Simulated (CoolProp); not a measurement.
Saturation properties of water (Tc = 373.9 °C, pc = 22.06 MPa, ω = 0.344).

The numbers come from the reference Helmholtz-energy equation of state, Wagner 2002 in CoolProp.

```
T (°C)  p (MPa)  vapour density (kg/m³)  enthalpy of vaporisation (kJ/kg)
------  -------  ----------------------  --------------------------------
97.45   0.09253                  0.5490                              2263
112.05   0.1535                  0.8816                               [?]
126.55   0.2435                   1.358                              2184
141.15   0.3735                   2.028                              2141
155.65   0.5528                   2.933                              2096
170.15   0.7951                   4.136                              2048
184.75    1.117                   5.720                              1997
199.25    1.531                   7.742                              1943
213.85    2.059                   10.33                              1884
228.35    2.714                   13.57                              1820
242.85    3.518                   17.62                               [?]
257.45    4.501                   22.70                               [?]
271.95    5.673                   29.00                              1593
286.55    7.075                   36.96                              1500
```

### Question
Complete the blanks.

### Answer

- 112.05, enthalpy of vaporisation (kJ/kg): 2224
- 242.85, enthalpy of vaporisation (kJ/kg): 1751
- 257.45, enthalpy of vaporisation (kJ/kg): 1676

It boils at 100.0 °C under 1 atm.
